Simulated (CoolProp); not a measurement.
50 sccm (0 °C, 1 atm) of nitrogen bubbles through liquid toluene at 318.7 K and leaves saturated at a total pressure of 0.14 MPa (ideal gas phase). Each further row changes one setting.

The numbers come from the reference Helmholtz-energy equation of state, Lemmon 2006 in CoolProp. It is a short technical equation, of lower accuracy than the large ones.

```json
[
 {"case": "as stated", "vapour pressure (kPa)": "10.1", "mole fraction of vapour": "0.0724", "delivery (mg/min)": "16.0", "delivery (sccm)": "3.90", "change of delivery for a bath 1 K warmer (%)": "4.9"},
 {"case": "bath temperature 323.7 K", "vapour pressure (kPa)": "12.6", "mole fraction of vapour": "0.0899", "delivery (mg/min)": "20.3", "delivery (sccm)": "4.94", "change of delivery for a bath 1 K warmer (%)": "4.8"},
 {"case": "total pressure 0.28 MPa", "vapour pressure (kPa)": "10.1", "mole fraction of vapour": "0.0362", "delivery (mg/min)": "7.72", "delivery (sccm)": "1.88", "change of delivery for a bath 1 K warmer (%)": "4.7"}
]
```
